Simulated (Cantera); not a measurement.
Input: 1 mol CH3SiCl3, 0.089 mol C3H8, 1100 mol H2, at 1750 K and 97.0 mbar.

Equilibrium computed with Cantera from the NASA thermochemical tables; the gas is ideal and each condensed phase is pure. Candidate condensed phases: C, C6H6, C7H8, C8H18, Si, SiC; 109 gas species. The feed counts by its element totals alone. Rates play no part.

Base state: H2 0.996, HCl 0.00272, H 0.000745, C2H2 (acetylene) 8.34e-5, CH4 7.50e-5 (mole fractions); condensed: SiC(s).

Q: What changes in the equilibrium state with this change: CH3SiCl3 replaced by SiHCl3?

A: 
```
species             before     after
----------------  --------  --------
H2                   0.996     0.997
HCl                0.00272   0.00267
H                 0.000745  0.000745
C2H2 (acetylene)   8.34e-5   4.15e-8
CH4                7.50e-5   1.67e-6
SiCl2              5.48e-7   2.38e-5
SiH2               4.63e-7   2.08e-5
Si                 3.45e-7   1.55e-5
SiC(s), mol          0.998     0.265
Si(l), mol               0     0.659
```
Mutual solubility and eutectic melting of coexisting phases are not modelled. Gases not in the tables: Si2H6 and higher silanes.
